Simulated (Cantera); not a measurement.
Input (Python, Cantera):

```python
import numpy as np
import cantera as ct

gas = ct.Solution("gri30.yaml")


def delay(T, t_max=10):
    gas.TPX = T, 1000000, {'CH4': 1, 'O2': 1.2, 'N2': 13}
    reactor = ct.IdealGasReactor(gas, clone=False)
    net = ct.ReactorNet([reactor])
    net.rtol, net.atol = 1e-8, 1e-16
    while net.time < t_max:
        t_old, T_old = net.time, reactor.T
        net.step()
        if reactor.T > T + 400:  # ignition: a rise of 400 K
            return t_old + (T + 400 - T_old) / (reactor.T - T_old) * (net.time - t_old)
    return np.nan


taus = []
for T in [1000, 1100, 1200, 1300, 1400, 1500, 1600, 1700, 1800]:
    taus.append(delay(T))
    print(f"T0 = {T:6g} K   tau = {taus[-1]:.4e} s")
```

It prints:

```
T0 =   1000 K   tau = 2.4467e-01 s
T0 =   1100 K   tau = 5.8051e-02 s
T0 =   1200 K   tau = 1.6803e-02 s
T0 =   1300 K   tau = 5.4199e-03 s
T0 =   1400 K   tau = 1.8551e-03 s
T0 =   1500 K   tau = 6.5394e-04 s
T0 =   1600 K   tau = 2.3859e-04 s
T0 =   1700 K   tau = 9.2901e-05 s
T0 =   1800 K   tau = 3.9839e-05 s
```

Computed with Cantera and GRI-Mech 3.0 (53 species, 325 reactions).
